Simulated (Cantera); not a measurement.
**Transport properties of process gases**

Gas mixture: CH4 = 0.29 (molar parts), at 33.0 Pa, frozen composition.

Cantera's kinetic-theory transport with the Lennard-Jones parameters of GRI-Mech 3.0, ideal gas; thermal conductivity in the multicomponent form. The composition is frozen, though it would react at the higher temperatures.

```csv
T (K),ρ (kg/m³),cp (J/kg/K),μ (µPa s),λ (mW/m/K),Pr,D (cm²/s) H,D (cm²/s) CH4,D (cm²/s) NO
400,0.000159,2526,14.4,50.8,0.718,5760,0.000,1130
550,0.000116,3093,18.3,78.3,0.723,10100,0.000,1960
700,9.10e-5,3656,21.7,109,0.727,15300,0.000,2960
850,7.49e-5,4143,24.8,141,0.728,21200,0.000,4110
1000,6.37e-5,4589,27.7,174,0.730,27900,0.000,5390
1150,5.54e-5,4962,30.3,206,0.730,35300,0.000,6810
```
D: mixture-averaged diffusion coefficient of that species in the mixture.
